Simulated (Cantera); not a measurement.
## Adiabatic ignition

An adiabatic, constant-pressure homogeneous reactor starts with 26.9 % H2, 7.48 % O2, 62.7 % N2, 2.96 % H2O, at 1675 K and 101000 Pa.

Model: GRI-Mech 3.0 (53 species, 325 reactions), integrated in Cantera.

```csv
t (s),T (K),x H2,x O2,x H2O,x N2O,x O,x NO
5.00e-6,1675,0.269,0.0747,0.0297,3.39e-11,7.11e-6,<1e-12
1.68e-5,1822,0.0982,0.00657,0.148,1.87e-8,0.00829,3.10e-6
5.62e-5,2143,0.109,0.00303,0.162,1.66e-8,0.00476,2.94e-5
0.000189,2414,0.118,0.00105,0.176,1.87e-8,0.00168,7.53e-5
0.000633,2565,0.123,0.000283,0.185,2.79e-8,0.000460,0.000163
0.00212,2591,0.125,0.000186,0.186,3.16e-8,0.000305,0.000324
0.00711,2590,0.125,0.000181,0.186,3.54e-8,0.000299,0.000613
0.0239,2589,0.125,0.000180,0.186,3.74e-8,0.000297,0.000724
0.0800,2589,0.125,0.000180,0.186,3.74e-8,0.000297,0.000725
0.268,2589,0.125,0.000180,0.186,3.74e-8,0.000297,0.000725
0.900,2589,0.125,0.000180,0.186,3.74e-8,0.000297,0.000725
```
x: mole fraction; the columns are a selection and need not sum to one.

```
Quantity                                                               Value
---------------------------------  -----------------------------------------
time of steepest temperature rise                                    13.2 µs
temperature at 0.900 s                                                2589 K
equilibrium temperature                                               2589 K
x(H2) at 0.900 s                         0.125 (gas-phase equilibrium 0.125)
x(O2) at 0.900 s                   0.000180 (gas-phase equilibrium 0.000180)
x(H2O) at 0.900 s                        0.186 (gas-phase equilibrium 0.186)
```
